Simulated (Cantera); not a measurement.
A diamond (100) surface in a fixed gas of H2 with x(CH4) = 0.0051, x(CH3) = 0.0016, at 1025 K, 12000 Pa; coverages are run to steady state.

Cantera simulation using the Harris–Goodwin 1993 mechanism for the reconstructed diamond (100) surface; the numbers are that mechanism's predictions, not measurements.

θ: site fractions in the mechanism's names (c6HH fully hydrogenated, c6H* and c6*H radical sites, c6** diradical, c6HM methylated).

```
x(H)     growth (µm/h)  θ c6HH   θ c6H*  θ c6*H    θ c6**   θ c6HM
-------  -------------  ------  -------  ------  --------  -------
0.0001               ?   0.175  0.00465  0.0889  0.000446    0.521
0.00024              ?   0.205  0.00621   0.119   0.00115    0.476
0.00056              ?   0.265  0.00868   0.166   0.00262    0.397
0.0013               ?   0.349   0.0120   0.229   0.00492    0.288
0.0031               ?   0.438   0.0154   0.294   0.00755    0.174
0.0074               ?   0.504   0.0181   0.342   0.00957   0.0895
0.017              106   0.540   0.0197   0.369    0.0107   0.0430
0.041              111   0.559   0.0210   0.382    0.0114   0.0188
0.097              114   0.567   0.0228   0.387    0.0119  0.00816
```

What belongs in the gaps?


- 0.0001, growth (µm/h): 7.42
- 0.00024, growth (µm/h): 16.3
- 0.00056, growth (µm/h): 31.9
- 0.0013, growth (µm/h): 53.9
- 0.0031, growth (µm/h): 77.7
- 0.0074, growth (µm/h): 95.5
